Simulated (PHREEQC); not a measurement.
Brine (model solution)

Dissolve 5.4 mol KOH, 0.3 mol Na2SO4 and 0.26 mol KBr per kg of water at 30 °C. Closed to the air; pH follows from the charge balance.

All values are PHREEQC results (Pitzer model, pitzer.dat), not measurements.

No solid was allowed to form.

Question: Estimate the pH.

Answer: pH 15.27.

The solution is supersaturated, for example in Arcanite, Glaserite, so a real one may precipitate; this is no full list. In brines, pH and single-ion activities rest on the MacInnes convention.
